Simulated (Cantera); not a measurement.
Cantera run, input and output.

```python
import numpy as np
import cantera as ct

gas = ct.Solution("h2o2.yaml")
gas.TPX = 1325, 920, {'H2': 0.037, 'O2': 1, 'N2': 0.21}
reactor = ct.IdealGasConstPressureReactor(gas, energy="off", clone=False)
net = ct.ReactorNet([reactor])
net.rtol, net.atol = 1e-08, 1e-18
show = ['H2', 'O2', 'H2O2', 'H2O', 'H', 'HO2', 'O']
times = np.geomspace(6e-06, 40, 11)

steps = ct.SolutionArray(gas, extra=["t"])
rows = []
print(f"{'t/s':>10s}{'T/K':>9s}{'P/Pa':>11s}" + "".join(f"{s:>11s}" for s in show))
for t in times:
    while net.time < t:
        t_next = net.step()
        steps.append(gas.state, t=t_next)
    rows.append([np.interp(t, steps.t, y) for y in (steps.T, steps.P, *steps(*show).X.T)])
    print(f"{t:10.3e}{rows[-1][0]:9.1f}{rows[-1][1]:11.4g}" + "".join(f"{x:11.3e}" for x in rows[-1][2:]))
rate = np.gradient(steps.T, steps.t)
print("integrator steps:", len(steps.t))
if steps.T.max() > steps.T[0] + 200:
    print(f"time of steepest temperature rise: {steps.t[rate.argmax()]:.4e} s")
gas.TPX = 1325, 920, {'H2': 0.037, 'O2': 1, 'N2': 0.21}
gas.equilibrate("TP")
print(f"equilibrium (TP): T = {gas.T:.1f} K  " + "  ".join(f"{s} {gas[s].X[0]:.3e}" for s in show))
```

Output:

```
       t/s      T/K       P/Pa         H2         O2       H2O2        H2O          H        HO2          O
 6.000e-06   1325.0        920  2.967e-02  8.019e-01  1.037e-14  7.407e-13  7.205e-10  7.684e-10  4.861e-11
 2.888e-05   1325.0        920  2.967e-02  8.019e-01  2.396e-13  7.156e-11  2.814e-09  3.698e-09  9.552e-10
 1.390e-04   1325.0        920  2.967e-02  8.019e-01  5.493e-12  4.995e-09  8.946e-09  1.780e-08  1.384e-08
 6.688e-04   1325.0        920  2.967e-02  8.019e-01  1.216e-10  4.227e-07  1.240e-07  8.583e-08  3.841e-07
 3.219e-03   1325.0        920  1.223e-02  7.876e-01  6.660e-08  1.333e-02  3.125e-03  1.176e-06  1.016e-02
 1.549e-02   1325.0        920  3.657e-04  7.770e-01  2.721e-08  2.644e-02  2.802e-03  9.722e-07  2.186e-02
 7.456e-02   1325.0        920  2.907e-04  7.818e-01  2.645e-08  2.720e-02  1.937e-03  8.963e-07  1.700e-02
 3.588e-01   1325.0        920  1.172e-04  7.921e-01  2.131e-08  2.879e-02  4.718e-04  6.084e-07  6.566e-03
 1.727e+00   1325.0        920  1.393e-05  7.980e-01  8.751e-09  2.978e-02  1.882e-05  1.752e-07  7.618e-04
 8.311e+00   1325.0        920  1.021e-06  7.988e-01  1.742e-09  3.003e-02  3.719e-07  2.679e-08  5.555e-05
 4.000e+01   1325.0        920  1.111e-07  7.989e-01  3.157e-10  3.009e-02  1.338e-08  1.664e-08  6.049e-06
integrator steps: 1702
equilibrium (TP): T = 1325.0 K  H2 4.742e-08  O2 7.989e-01  H2O2 1.708e-10  H2O 3.010e-02  H 3.738e-09  HO2 2.187e-08  O 2.583e-06
```

Detailed kinetics in Cantera: the H2/O2 subset of GRI-Mech 3.0, which has no nitrogen chemistry. Radical loss at walls, strong at low pressure, is not modelled.
